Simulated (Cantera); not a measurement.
## Equilibrium for carbothermic reduction: SiO2 + C + H2

Feed: 1 mol SiO2, 1.1 mol C, 0.58 mol H2, held at 7.30 bar.

Method: chemical equilibrium by Gibbs-energy minimisation in Cantera with the NASA 1993 tables (ideal gas, pure condensed phases). Candidate condensed phases: C, C6H6, C7H8, C8H18, H2O, Si, SiC, SiO2; 123 gas species. Mutual solubility and eutectic melting of coexisting phases are not modelled. The tables hold silica as quartz up to 1696 K and as liquid above; real silica turns to tridymite and cristobalite and melts near 1996 K. Gases not in the tables: Si2H6 and higher silanes. Rates play no part.

| T (K) | x H2 | x CO | x SiO | x CH4 | n C(graphite) | n SiO2(β-quartz) | n SiC(s) | n SiO2(condensed) | n SiO2(l) |
|---|---|---|---|---|---|---|---|---|---|
| 1350 | 0.961 | 0.000214 | 2.08e-7 | 0.0389 | 1.08 | 1.000 | 0 | 0 | 0 |
| 1450 | 0.976 | 0.00135 | 2.13e-6 | 0.0229 | 1.09 | 1.000 | 0.000390 | 0 | 0 |
| 1550 | 0.979 | 0.00669 | 1.61e-5 | 0.0142 | 1.09 | 0.998 | 0.00194 | 0 | 0 |
| 1650 | 0.964 | 0.0271 | 9.40e-5 | 0.00901 | 1.07 | 0.992 | 0.00802 | 0 | 0 |
| 1750 | 0.901 | 0.0925 | 0.000443 | 0.00541 | 1.01 | 0 | 0.0293 | 0.970 | 0 |
| 1850 | 0.723 | 0.272 | 0.00174 | 0.00250 | 0.773 | 0 | 0.108 | 0.891 | 0 |
| 1950 | 0.437 | 0.556 | 0.00642 | 0.000573 | 0 | 0 | 0.364 | 0.628 | 0 |
| 2050 | 0.425 | 0.547 | 0.0258 | 0.000232 | 0 | 0 | 0.355 | 0 | 0.610 |
| 2150 | 0.387 | 0.520 | 0.0913 | 8.68e-5 | 0 | 0 | 0.321 | 0 | 0.542 |
x: gas mole fraction; n: condensed amount in mol.

At 1350 K the condensed part is C(graphite) + SiO2(β-quartz). From 1450 K to 1650 K the condensed part is C(graphite) + SiC(s) + SiO2(β-quartz). From 1750 K to 1850 K the condensed part is C(graphite) + SiC(s) + SiO2(condensed). At 1950 K the condensed part is SiC(s) + SiO2(condensed). From 2050 K to 2150 K the condensed part is SiC(s) + SiO2(l). The main Si-bearing gas is SiO throughout.
